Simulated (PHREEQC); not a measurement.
Consider water at 30 °C with 0.46 mol/kgw Cu(NO3)2, 0.016 mol/kgw HCl and 0.019 mol/kgw H3BO3. Closed to the air; pH follows from the charge balance.

Equilibrium calculation in PHREEQC: ion-association model, phreeqc.dat.

Each row changes one thing in this solution. This is a speciation only: nothing precipitates in the calculation.

```tsv
case	pH	Cl- (mol/kgw)	H2BO3- (mol/kgw)
as made	1.93	0.0123	1.63e-9
Cu(NO3)2 replaced by NaNO3 at the same molality	…	0.0160	…
diluted 2-fold with water	2.22	0.00680	…
temperature from 30 to 25 °C	1.93	0.0129	1.48e-9
diluted 10-fold with water	2.89	0.00151	1.25e-9
```

### Question
Some entries are withheld; supply them.

### Answer

- Cu(NO3)2 replaced by NaNO3 at the same molality, pH: 1.91
- Cu(NO3)2 replaced by NaNO3 at the same molality, H2BO3- (mol/kgw): 1.49e-9
- diluted 2-fold with water, H2BO3- (mol/kgw): 1.56e-9

The ionic strength passes 0.7 mol/kgw, the rough limit of the ion-association models, in as made; temperature from 30 to 25 °C. Species that the database lacks are ignored.
